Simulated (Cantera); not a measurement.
What does this Cantera script print?

```python
import numpy as np
import cantera as ct

gas_names = [...]  # 136 gases of nasa_gas.yaml made of C, H, N, O
cond_names = """
    C(gr) C6H6(L) C7H8(L) C8H18(L),n-octa H2O(s) H2O(L)
""".split()


# ... load() reads the species with a 1 bar reference pressure and builds the phases ...
atoms = {
    'acetone': {'C': 3, 'H': 6, 'O': 1},
    'H2': {'H': 2},
    'N2': {'N': 2},
}
top_T = {'C(gr)': 4500}  # K; cautious upper limits of use, not melting points


# ... equilibrate(T, P, feed) seeds the gas with the atoms and calls Mixture.equilibrate('TP', solver="vcs", rtol=1e-11, max_steps=5000) ...
results = []
feed = {'acetone': 1, 'H2': 18, 'N2': 2.8}  # mol
for P in [10, 46, 220, 1000, 4600, 22000, 100000, 460000, 2200000, 10000000]:
    for T in [1550, 1650, 1750, 1850, 1950, 2050, 2150, 2250, 2350, 2450, 2550, 2650, 2750, 2850]:
        mix = equilibrate(T, P, feed)
        results.append((T, P, feed, dict(zip(mix.species_names, mix.species_moles))))

for T, P, feed, n in results:
    print(f"{T:7g} {P:10.4g}  " + (" + ".join(c for c in cond_names if n.get(c, 0) > 1e-12) or "gas only"))
```

It prints:

```
   1550         10  C(gr)
   1650         10  C(gr)
   1750         10  C(gr)
   1850         10  C(gr)
   1950         10  C(gr)
   2050         10  C(gr)
   2150         10  C(gr)
   2250         10  C(gr)
   2350         10  C(gr)
   2450         10  C(gr)
   2550         10  gas only
   2650         10  gas only
   2750         10  gas only
   2850         10  gas only
   1550         46  C(gr)
   1650         46  C(gr)
   1750         46  C(gr)
   1850         46  C(gr)
   1950         46  C(gr)
   2050         46  C(gr)
   2150         46  C(gr)
   2250         46  C(gr)
   2350         46  C(gr)
   2450         46  C(gr)
   2550         46  C(gr)
   2650         46  gas only
   2750         46  gas only
   2850         46  gas only
   1550        220  C(gr)
   1650        220  C(gr)
   1750        220  C(gr)
   1850        220  C(gr)
   1950        220  C(gr)
   2050        220  C(gr)
   2150        220  C(gr)
   2250        220  C(gr)
   2350        220  C(gr)
   2450        220  C(gr)
   2550        220  C(gr)
   2650        220  C(gr)
   2750        220  gas only
   2850        220  gas only
   1550       1000  C(gr)
   1650       1000  C(gr)
   1750       1000  C(gr)
   1850       1000  C(gr)
   1950       1000  C(gr)
   2050       1000  C(gr)
   2150       1000  C(gr)
   2250       1000  C(gr)
   2350       1000  C(gr)
   2450       1000  C(gr)
   2550       1000  C(gr)
   2650       1000  C(gr)
   2750       1000  C(gr)
   2850       1000  gas only
   1550       4600  C(gr)
   1650       4600  C(gr)
   1750       4600  C(gr)
   1850       4600  C(gr)
   1950       4600  C(gr)
   2050       4600  C(gr)
   2150       4600  C(gr)
   2250       4600  C(gr)
   2350       4600  C(gr)
   2450       4600  C(gr)
   2550       4600  C(gr)
   2650       4600  C(gr)
   2750       4600  C(gr)
   2850       4600  gas only
   1550    2.2e+04  C(gr)
   1650    2.2e+04  C(gr)
   1750    2.2e+04  C(gr)
   1850    2.2e+04  C(gr)
   1950    2.2e+04  C(gr)
   2050    2.2e+04  C(gr)
   2150    2.2e+04  C(gr)
   2250    2.2e+04  C(gr)
   2350    2.2e+04  C(gr)
   2450    2.2e+04  C(gr)
   2550    2.2e+04  C(gr)
   2650    2.2e+04  C(gr)
   2750    2.2e+04  gas only
   2850    2.2e+04  gas only
   1550      1e+05  C(gr)
   1650      1e+05  C(gr)
   1750      1e+05  C(gr)
   1850      1e+05  C(gr)
   1950      1e+05  C(gr)
   2050      1e+05  C(gr)
   2150      1e+05  C(gr)
   2250      1e+05  C(gr)
   2350      1e+05  C(gr)
   2450      1e+05  C(gr)
   2550      1e+05  C(gr)
   2650      1e+05  C(gr)
   2750      1e+05  gas only
   2850      1e+05  gas only
   1550    4.6e+05  C(gr)
   1650    4.6e+05  C(gr)
   1750    4.6e+05  C(gr)
   1850    4.6e+05  C(gr)
   1950    4.6e+05  C(gr)
   2050    4.6e+05  C(gr)
   2150    4.6e+05  C(gr)
   2250    4.6e+05  C(gr)
   2350    4.6e+05  C(gr)
   2450    4.6e+05  C(gr)
   2550    4.6e+05  C(gr)
   2650    4.6e+05  C(gr)
   2750    4.6e+05  gas only
   2850    4.6e+05  gas only
   1550    2.2e+06  C(gr)
   1650    2.2e+06  C(gr)
   1750    2.2e+06  C(gr)
   1850    2.2e+06  C(gr)
   1950    2.2e+06  C(gr)
   2050    2.2e+06  C(gr)
   2150    2.2e+06  C(gr)
   2250    2.2e+06  C(gr)
   2350    2.2e+06  C(gr)
   2450    2.2e+06  C(gr)
   2550    2.2e+06  C(gr)
   2650    2.2e+06  C(gr)
   2750    2.2e+06  gas only
   2850    2.2e+06  gas only
   1550      1e+07  gas only
   1650      1e+07  C(gr)
   1750      1e+07  C(gr)
   1850      1e+07  C(gr)
   1950      1e+07  C(gr)
   2050      1e+07  C(gr)
   2150      1e+07  C(gr)
   2250      1e+07  C(gr)
   2350      1e+07  C(gr)
   2450      1e+07  C(gr)
   2550      1e+07  C(gr)
   2650      1e+07  C(gr)
   2750      1e+07  gas only
   2850      1e+07  gas only
```

Method: chemical equilibrium by Gibbs-energy minimisation in Cantera with the NASA 1993 tables (ideal gas, pure condensed phases). The feed counts by its element totals alone. The ideal-gas law is rough above about 30 bar.
